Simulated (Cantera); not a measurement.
A jet of CH4 : O2 : N2 = 0.03 : 0.074 : 0.79 (molar parts) at 300 K and 0.0860 bar hits a platinum plate 6.2 cm away at a mass flux of 0.043 kg/m²/s; the plate temperature is set and raised in steps from an oxygen-covered start.

Model: Deutschmann's 1995 Pt surface mechanism with GRI-Mech 3.0 gas chemistry, integrated in Cantera. Catalytic surfaces can have several steady states; this one follows from the mechanism file's or the stated starting coverage.

x: mole fraction at the wall; θ: surface coverage.

```
plate T (K)  wall x CH4  wall x O2  wall x H2O  wall x OH  wall x CO  wall x CO2  θ free Pt   θ O*     θ OH*
-----------  ----------  ---------  ----------  ---------  ---------  ----------  ---------  -----  --------
950              0.0110     0.0348      0.0420    9.89e-8    6.90e-6      0.0277      0.340  0.658   0.00154
1000            0.00768     0.0279      0.0480    2.57e-7    6.78e-6      0.0317      0.427  0.572   0.00143
1050                [?]        [?]      0.0516        [?]    6.95e-6      0.0341        [?]    [?]       [?]
1100                [?]        [?]      0.0538        [?]    7.44e-6      0.0355        [?]    [?]       [?]
1150            0.00363     0.0195      0.0551    2.45e-6    8.31e-6      0.0365      0.653  0.346  0.000933
1200            0.00308     0.0185      0.0560    4.48e-6    9.61e-6      0.0370      0.713  0.286  0.000785
1250            0.00271     0.0179      0.0565    7.70e-6    1.15e-5      0.0373      0.766  0.233  0.000655
1300            0.00244     0.0175      0.0568    1.26e-5    1.41e-5      0.0375      0.811  0.189  0.000544
```

Problem. Some entries are withheld; supply them.

Solution. 
- 1050, wall x CH4: 0.00568
- 1050, wall x O2: 0.0237
- 1050, wall x OH: 5.95e-7
- 1050, θ free Pt: 0.509
- 1050, θ O*: 0.490
- 1050, θ OH*: 0.00127
- 1100, wall x CH4: 0.00444
- 1100, wall x O2: 0.0212
- 1100, wall x OH: 1.26e-6
- 1100, θ free Pt: 0.584
- 1100, θ O*: 0.415
- 1100, θ OH*: 0.00110
